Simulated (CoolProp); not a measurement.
Cyclopentane along the isotherm 276.85 °C: fugacity coefficient from the reference equation and from simpler models built on Tc = 238.6 °C, pc = 45.83 bar, ω = 0.202; each cubic takes its own stable root.

Computed with CoolProp (reference Helmholtz-energy equation of state, Gedanitz 2015).

```tsv
p (bar)	phase	reference
1.45	gas	0.9912
2.34	gas	0.9858
3.78	gas	0.9771
6.11	gas	0.9631
9.87	gas	0.9408
16	gas	0.9049
25.8	gas	0.8487
41.6	gas	0.7606
67.3	supercritical	0.6202
109	supercritical	0.4587
176	supercritical	0.3548
284	supercritical	0.3031
458	supercritical	0.3023
```

How far does each simpler model (van der Waals, Redlich-Kwong, Peng-Robinson) lie from the reference over these 13 states: mean and median of the absolute difference, and the worst?


- van der Waals: mean 6.5 %, median 1.0 %, worst +40.3 % at 276.85 °C and 458 bar
- Redlich-Kwong: mean 1.1 %, median 0.1 %, worst +5.4 % at 276.85 °C and 458 bar
- Peng-Robinson: mean 1.4 %, median 1.0 %, worst -5.8 % at 276.85 °C and 458 bar
